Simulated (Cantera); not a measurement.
# Stirred combustor or abatement burner

A perfectly stirred reactor is fed with 14.7 % CO, 1.25 % H2, 0.586 % CH4, 17.6 % O2, 65.9 % N2, at 5.00 bar; it is adiabatic with a 800 K inlet, and is followed from long to short residence time, starting on the burning branch (τ in s: 0.053, 0.026, 0.013, 0.0063, 0.0031, 0.0015, 0.00075, 0.00037, 0.00018, 8.9e-05, 4.4e-05, 2.2e-05, 1.1e-05).

Model: GRI-Mech 3.0 (53 species, 325 reactions), integrated in Cantera.

```tsv
τ (s)	T (K)	x CO	x H2	x CH4	x CH2O	x HCN
0.053	2157	0.00155	4.33e-5	2.38e-7	4.52e-8	6.36e-9
0.026	2154	0.00197	5.27e-5	4.30e-7	8.33e-8	6.27e-9
0.013	2149	0.00267	6.90e-5	7.30e-7	1.45e-7	5.66e-9
0.0063	2138	0.00390	9.76e-5	1.21e-6	2.46e-7	4.73e-9
0.0031	2121	0.00581	0.000142	1.92e-6	4.01e-7	3.77e-9
0.0015	2094	0.00876	0.000211	3.04e-6	6.49e-7	2.91e-9
0.00075	2058	0.0128	0.000303	4.78e-6	1.02e-6	2.28e-9
0.00037	2006	0.0186	0.000427	7.81e-6	1.64e-6	1.88e-9
0.00018	1933	0.0268	0.000583	1.37e-5	2.72e-6	1.75e-9
8.9e-5	1832	0.0389	0.000759	2.68e-5	4.80e-6	1.80e-9
4.4e-5	1652	0.0632	0.00102	7.93e-5	1.11e-5	1.83e-9
2.2e-5	800	0.147	0.0125	0.00586	<1e-12	<1e-12
1.1e-5	800	0.147	0.0125	0.00586	<1e-12	<1e-12
```
x: mole fraction; the columns are a selection and need not sum to one.
